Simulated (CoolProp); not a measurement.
Vapour-liquid equilibrium of R125 (1) + R1234yf (2) at -2.15 °C; x and y are mole fractions of (1).

Model: multi-fluid Helmholtz-energy mixture model, Lemmon 2005 and Lemmon 2022; pair parameters Bell 2023, in CoolProp.

```csv
x,"bubble pressure, mixture model (MPa)","bubble pressure, Raoult's law (MPa)","y, mixture model","y, Raoult's law"
0.05,___,0.3101,___,0.101
0.2,___,0.3600,___,0.348
0.35,0.4073,0.4099,___,0.535
0.5,0.4565,0.4598,___,0.681
0.65,0.5063,0.5097,0.779,0.798
0.8,___,0.5596,0.883,0.895
0.95,0.6086,0.6095,___,0.976
```

Task: Complete the blanks.

Result: 
- 0.05, bubble pressure, mixture model (MPa): 0.3098
- 0.05, y, mixture model: 0.095
- 0.2, bubble pressure, mixture model (MPa): 0.3585
- 0.2, y, mixture model: 0.329
- 0.35, y, mixture model: 0.510
- 0.5, y, mixture model: 0.657
- 0.8, bubble pressure, mixture model (MPa): 0.5569
- 0.95, y, mixture model: 0.973

The largest gap from Raoult's law is -0.7 % in bubble pressure, at x = 0.5. No azeotrope shows between x = 0.05 and 0.95.

The pair parameters rest on a limited set of measurements; away from them the model extrapolates.
